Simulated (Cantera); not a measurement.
Charge: 1 mol Al2O3, 0.6 mol SiCl4, 4.2 mol O2, 20 mol HCl, held at 0.440 bar.

Method: chemical equilibrium by Gibbs-energy minimisation in Cantera with the NASA 1993 tables (ideal gas, pure condensed phases). Candidate condensed phases: Al, AlCl3, Al2O3, Al2SiO5, Al6Si2O13, H2O, Si, SiO2; 45 gas species. Mutual solubility and eutectic melting of coexisting phases are not modelled. Condensed phases not in the tables: alloys, solid solutions and most ternary compounds. Gases not in the tables: Al(OH)3. Equilibrium is a limit: real reactors are often held back by kinetics, nucleation or transport. All values below are at 1052 °C.

Base state: HCl 0.705, O2 0.118, Cl2 0.108, H2O 0.0618, Cl 0.00764, ClO 5.50e-5, HOCl 4.28e-5, OH 1.17e-5 (mole fractions); condensed: Al2O3(s) + Al6Si2O13(mullite).

Question: What changes in the equilibrium state with this change: SiCl4 from 0.6 to 4 mol?

Answer: 
```tsv
species	before	after
HCl	0.705	0.697
Cl2	0.108	0.281
Cl	0.00764	0.0123
O2	0.118	0.00488
H2O	0.0618	0.00471
AlCl3	6.66e-6	0.000238
OH	1.17e-5	1.45e-6
HOCl	4.28e-5	8.60e-6
ClO	5.50e-5	1.80e-5
Al2O3(s), mol	0.0999	0
Al6Si2O13(mullite), mol	0.300	0.332
SiO2(β-quartz), mol	0	3.34
```
The tables hold silica as quartz up to 1696 K and as liquid above; real silica turns to tridymite and cristobalite and melts near 1996 K.
